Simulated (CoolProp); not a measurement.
Vapour-liquid equilibrium of n-butane (1) + R245fa (2) at 61.25 °C; x and y are mole fractions of (1).

Values from CoolProp's multi-fluid Helmholtz-energy mixture model, Bücker 2006 and Akasaka 2015; pair parameters Bell 2016.

```tsv
x	bubble pressure (kPa)	y at the bubble point	dew pressure at overall composition x (kPa)	liquid density (mol/L)
0.05	563.0	0.170	501.5	9.131
0.15	683.3	0.356	551.8	9.005
0.25	756.3	0.453	610.8	8.892
0.35	798.7	0.513	679.1	8.801
0.45	822.1	0.556	754.0	8.739
0.55	833.5	0.593	819.2	8.711
0.65	835.3	0.631	832.7	8.724
0.75	825.0	0.679	794.7	8.777
0.85	793.5	0.752	740.2	8.871
0.95	720.7	0.885	684.5	8.999
```

y crosses x between x = 0.55 and 0.65: the model has an azeotrope there.

Pair parameters are fitted to limited data, so mixtures are less certain than the pure fluids.
